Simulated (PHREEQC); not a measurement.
Make-up at 38 °C and 100 atm: 7.4 mol/kgw KOH and 0.3 mol/kgw CaCl2. Closed to the air; pH follows from the charge balance.

Equilibrium calculation in PHREEQC: Pitzer model, pitzer.dat.

```json
[
 {"quantity": "pH", "before": "15.47", "after": "14.39"},
 {"quantity": "SI of Sylvite (KCl)", "before": "-0.42", "after": "-1.30"}
]
```

### Question
Which change was made?
(A) diluted 2-fold with water
(B) 0.02 mol/kgw Ca(OH)2 added
(C) temperature from 38 to 45 °C
(D) diluted 5-fold with water

### Answer
A, diluted 2-fold with water

This is a speciation only: nothing precipitates in the calculation. In brines, pH and single-ion activities rest on the MacInnes convention. Under pressure, the constants of complexes without a molar volume in the database are unreliable. Constants without temperature data keep their 25 °C values here.
